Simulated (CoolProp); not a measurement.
The numbers come from the reference Helmholtz-energy equation of state, Lemmon 2000 in CoolProp. It is a pseudo-pure fit of the blend.

**Question.** For dry air, give the phase and the viscosity (µPa s) at 253.1 K and 841 kPa; 253.1 K and 1680 kPa; 253.1 K and 1890 kPa.

**Answer.** 
- 253.1 K and 841 kPa: gas; viscosity 16.3
- 253.1 K and 1680 kPa: gas; viscosity 16.5
- 253.1 K and 1890 kPa: gas; viscosity 16.5

Viscosity comes from a separate model (Lemmon 2004).
